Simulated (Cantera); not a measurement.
Input: 1 mol SiHCl3, 4.7 mol HCl, 11 mol H2, at 1200 K and 0.150 bar.

Equilibrium computed with Cantera from the NASA thermochemical tables; the gas is ideal and each condensed phase is pure. Candidate condensed phases: Si; 19 gas species. The tables' values for SiCl3 are old estimates; treat these amounts as uncertain. The numbers say what is thermodynamically allowed, not how fast it happens.

Base state: H2 0.711, HCl 0.229, SiCl4 0.0526, SiHCl3 0.00444, SiCl3 0.00200, SiCl2 0.000669, SiH2Cl2 4.91e-5 (mole fractions); condensed: gas only.

Question: What changes in the equilibrium state with this change: HCl from 4.7 to 0.27 mol?

Answer: 
| species | before | after |
|---|---|---|
| H2 | 0.711 | 0.884 |
| HCl | 0.229 | 0.0560 |
| SiCl4 | 0.0526 | 0.0317 |
| SiHCl3 | 0.00444 | 0.0136 |
| SiH3Cl | 1.49e-7 | 1.18e-5 |
| SiH2Cl2 | 4.91e-5 | 0.000765 |
| SiCl2 | 0.000669 | 0.00838 |
| Si(s), mol | 0 | 0.241 |

Question: What changes in the equilibrium state with this change: SiHCl3 replaced by Si2Cl6?

Answer: 
```json
[
 {"species": "H2", "before": "0.711", "after": "0.700"},
 {"species": "HCl", "before": "0.229", "after": "0.181"},
 {"species": "SiCl4", "before": "0.0526", "after": "0.101"},
 {"species": "SiHCl3", "before": "0.00444", "after": "0.0107"},
 {"species": "SiCl2", "before": "0.000669", "after": "0.00204"},
 {"species": "SiH2Cl2", "before": "4.91e-5", "after": "0.000147"},
 {"species": "SiCl3", "before": "0.00200", "after": "0.00486"}
]
```
The feed counts by its element totals alone.
